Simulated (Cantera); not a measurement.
Charge: 1 mol (CH3)2SiCl2, 3 mol HCl, 22 mol H2, held at 2298 K and 4300 Pa.

Method: chemical equilibrium by Gibbs-energy minimisation in Cantera with the NASA 1993 tables (ideal gas, pure condensed phases). Candidate condensed phases: C, C6H6, C7H8, C8H18, Si, SiC; 109 gas species. The feed counts by its element totals alone. The tables' values for SiCl, SiCl3 are old estimates; treat these amounts as uncertain. Gases not in the tables: Si2H6 and higher silanes. The numbers say what is thermodynamically allowed, not how fast it happens.

Base state: H2 0.791, HCl 0.147, H 0.0411, SiCl2 0.00689, Cl 0.00551, C2H2 (acetylene) 0.00338, Si 0.00304, SiCl 0.000888 (mole fractions); condensed: C(graphite) + SiC(s).

What changes in the equilibrium state with this change: pressure from 4300 Pa to 7800 Pa?


```tsv
species	before	after
H2	0.791	0.802
HCl	0.147	0.150
H	0.0411	0.0307
SiCl2	0.00689	0.00704
CH4	5.78e-6	1.08e-5
Si2C	0.000246	0.000135
SiC2	0.000417	0.000230
Si	0.00304	0.00168
C(graphite), mol	1.12	1.08
SiC(s), mol	0.641	0.700
```
